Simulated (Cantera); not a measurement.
A perfectly stirred reactor is fed with 69.0 % CH4, 31.0 % CO2, at 1.01 bar; it is held at 1648 K, and followed from long to short residence time.

Computed with Cantera and GRI-Mech 3.0 (53 species, 325 reactions). GRI-Mech 3.0 stops at C3 and has no aromatics, soot or wall deposition, so with more carbon than oxygen in the feed, carbon stays in small species such as C2H2 where larger ones or solid carbon would form.

One state of this run: x CH4 = 0.170; x CO2 = 0.0811; x CH2CO = 3.56e-5; x C2H6 = 0.000185; x HCO = 7.16e-9; x C2H4 = 0.00510; x O = 1.78e-11. x: mole fraction; the columns are a selection and need not sum to one.

**Question.** Which value of τ (s) does it belong to?
(A) 0.0042
(B) 0.12
(C) 0.0097
(D) 0.023

**Answer.** B, 0.12
